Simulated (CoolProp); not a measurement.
Vapour pressure (MPa) of cis-2-butene: the reference equation beside estimates from Tc = 162.6 °C, pc = 4.236 MPa, ω = 0.202. Clausius-Clapeyron is anchored at 65.15 °C with a constant enthalpy of vaporisation of 19.34 kJ/mol.

Values from CoolProp's reference Helmholtz-energy equation of state, Lemmon 2005. It is a short technical equation, of lower accuracy than the large ones.

```tsv
T (°C)	reference	Clausius-Clapeyron	van der Waals	Peng-Robinson
14.45	0.1499	0.1957	0.6247	0.1503
22.95	0.1999	0.2469	0.7285	0.2000
31.35	0.2609	0.3067	0.8417	0.2607
39.85	?	0.3774	0.9674	0.3356
48.25	0.4255	0.4583	1.103	0.4247
56.75	0.5330	0.5522	1.252	0.5322
65.15	0.6579	0.6579	1.412	0.6573
73.55	0.8034	0.7772	1.583	0.8034
82.05	0.9734	0.9126	1.770	0.9746
90.45	1.166	1.062	?	1.169
98.95	1.389	1.229	2.181	1.394
107.35	?	1.411	?	1.646
115.85	1.922	1.612	2.647	1.934
```

What belongs in the gaps?


- 39.85, reference: 0.3362
- 90.45, van der Waals: 1.968
- 107.35, reference: 1.638
- 107.35, van der Waals: 2.406

Absolute difference from the reference over all 13 rows, mean and median: Clausius-Clapeyron 11.9 and 11.5 %, van der Waals 137.7 and 114.6 %, Peng-Robinson 0.2 and 0.2 %.
